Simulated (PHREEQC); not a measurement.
0.043 g of hydrous ferric oxide (600 m²/g; 0.2 weak and 0.005 strong sites per Fe, Dzombak-Morel constants, diffuse double layer) in 1 kg of water with 0.05 mol/kgw of an inert sodium salt and 5.4e-07 mol Ag2SO4 and 3.6e-05 mol NaF, at 25 °C; the pH is set by adding NaOH or the inert anion's acid. Oxygen alone is held at its pressure in air (log pO2 = -0.68). CO2 from the air is kept out. No solid was allowed to form.

All values are PHREEQC results (ion-association model, wateq4f.dat), not measurements.

```tsv
pH	S sorbed (%)	Ag sorbed (%)	F sorbed (%)	surface charge σ (C/m²)	surface potential ψ (mV)
3	97.1	0.0	31.2	0.314	163
3.5	…	0.0	37.9	0.287	…
4	94.4	0.0	37.9	…	152
4.5	89.9	0.0	32.9	0.208	142
5	79.1	0.2	25.1	0.162	129
5.5	56.3	…	16.8	0.120	114
6	26.4	2.5	9.8	0.084	97
6.5	7.5	7.8	5.0	0.056	…
7	1.4	20.7	2.2	0.034	…
7.5	0.2	42.9	0.9	0.017	31
8	0.0	67.4	0.3	0.003	6
8.5	0.0	85.3	0.1	-0.010	-20
9	0.0	94.5	0.0	-0.026	-45
9.5	0.0	98.1	0.0	-0.046	-68
10	0.0	99.3	0.0	-0.074	-90
10.5	0.0	99.8	0.0	-0.110	-110
11	0.0	99.9	0.0	-0.158	-127
```

Problem. Fill in the missing entries.

Solution. 
- 3.5, S sorbed (%): 96.2
- 3.5, surface potential ψ (mV): 158
- 4, surface charge σ (C/m²): 0.252
- 5.5, Ag sorbed (%): 0.7
- 6.5, surface potential ψ (mV): 77
- 7, surface potential ψ (mV): 55

The oxide is taken as insoluble; below pH 4 it would dissolve.
